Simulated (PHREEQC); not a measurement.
# Acid mine or pickling water: an equilibrium model

A made-up water analysis in mmol/kgw, 25 °C, pH 3.71: Na 330; K 0.354; Ca 6.18; Mg 10.8; Cl 31.8; S(6) 176; Mn(2) 0.906; Li 2.28.

Valence states are taken as typed.

Equilibrium calculation in PHREEQC: Pitzer model, pitzer.dat.

| Item | Value |
|---|---|
| ionic strength | 0.569 mol/kgw |
| activity of water | 0.992 |
| specific conductance | 28000 µS/cm |
| density | 1.020 g/cm³ |
| osmotic coefficient | 0.754 |
| total alkalinity | -1.04 meq/kg |
| charge-balance error | -1.9 % |

```json
[
 {"species": "Na+", "molality": "0.330", "activity": "0.204", "log γ": "-0.209"},
 {"species": "SO4-2", "molality": "0.175", "activity": "0.0241", "log γ": "-0.862"},
 {"species": "Cl-", "molality": "0.0318", "activity": "0.0204", "log γ": "-0.194"},
 {"species": "Mg+2", "molality": "0.0108", "activity": "0.00139", "log γ": "-0.891"},
 {"species": "Ca+2", "molality": "0.00618", "activity": "0.000611", "log γ": "-1.005"},
 {"species": "Li+", "molality": "0.00228", "activity": "0.00153", "log γ": "-0.173"},
 {"species": "Mn+2", "molality": "0.000906", "activity": "9.59e-5", "log γ": "-0.975"},
 {"species": "HSO4-", "molality": "0.000696", "activity": "0.000447", "log γ": "-0.192"},
 {"species": "K+", "molality": "0.000354", "activity": "0.000210", "log γ": "-0.227"},
 {"species": "H+", "molality": "0.000348", "activity": "0.000195", "log γ": "-0.251"}
]
```

No solid was allowed to form. Complexes and solids missing from the database can't appear.
